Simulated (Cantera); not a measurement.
An isothermal, constant-pressure homogeneous reactor starts with 11.1 % N2O, 0.266 % H2, 88.7 % N2, at 1375 K and 0.650 bar.

Computed with Cantera and GRI-Mech 3.0 (53 species, 325 reactions). GRI-Mech 3.0 was tuned for natural gas; its chemistry of N2O as a main component is partial and can be far from experiment. The mechanism lacks the step 2 NO + O2 → 2 NO2, which can matter for NO2 below about 1400 K. The temperature is held fixed by assumption; the heat of reaction is taken as removed at once.

One state of this run: x N2O = 0.00560; x H2 = 7.80e-8; x H = 2.43e-8; x O2 = 0.0417; x H2O = 0.00252; x H2O2 = 9.22e-10. x: mole fraction; the columns are a selection and need not sum to one.

### Question
Which value of t (s) does it belong to?
A) 3.22
B) 0.000347
C) 0.0834
D) 0.518

### Answer
D, 0.518
